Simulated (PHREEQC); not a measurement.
## Nickel, zinc or cadmium bath

Solution (20 °C): 0.23 mol Ni(NO3)2, 0.0013 mol Na2SO4 and 0.3 mol HCl per kg of water. Closed to the air; pH follows from the charge balance.

Equilibrium calculation in PHREEQC: ion-association model, wateq4f.dat.

Precipitation was switched off in this run.

Problem. What pH does the model give?

Solution. pH 0.65.

Problem. In which forms is Ni present?

Solution. Ni+2 81 %, NiCl+ 14 %, NiCl2 4.8 % of the Ni.

Caution: at this ionic strength the ion-association model is outside its range; a Pitzer model would be the better tool where its parameters exist.
